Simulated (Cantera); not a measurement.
Charge: 1 mol SiH2Cl2, 5.4 mol NH3, 89 mol N2.

Cantera equilibrium calculation (NASA polynomials, part measured and part estimated; ideal gas, pure solids and liquids). Candidate condensed phases: NH4Cl, Si, Si3N4; 28 gas species. The tables' values for SiCl3 are old estimates. Kinetics and transport are ignored.

Stable condensed phases, one row left out:

```
T in K \ P in Pa
              5     17     59    210    710   2400   8400  29000 100000
   1948       A      A      A      A      B      B      B      C      C
   1898       A      A      A      A      B      B      C      C      C
   1848       A      A      A      B      B      C      C      C      C
   1798       A      A      A      B      B      C      C      C      C
   1698       A      B      B      C      C      C      C      C      C
   1648       A      B      B      C      C      C      C      C      C
   1598       B      B      C      C      C      C      C      C      C
   1548       B      C      C      C      C      C      C      C      C
   1498       B      C      C      C      C      C      C      C      C
   1448       C      C      C      C      C      C      C      C      C
   1398       C      C      C      C      C      C      C      C      C
```

A: gas only; B: Si; C: Si3N4.

Task: Give the row for 1748 K.

Result: 5: gas only; 17: gas only; 59: Si; 210: Si; 710: Si3N4; 2400: Si3N4; 8400: Si3N4; 29000: Si3N4; 100000: Si3N4.
